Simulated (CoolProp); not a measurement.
Propylene at 433.33 K and 17.6 MPa is compressed adiabatically to 28.7 MPa with isentropic efficiency 0.8. Each further row changes one setting.

Values from CoolProp's reference Helmholtz-energy equation of state, Lemmon 2013.

| case | work (kJ/kg) | final temperature (K) | final density (kg/m³) |
|---|---|---|---|
| as stated | 37.6 | 452.7 | 388 |
| efficiency 1 | 30.0 | 450.1 | 391 |
| efficiency 0.65 | 46.2 | 455.7 | 385 |
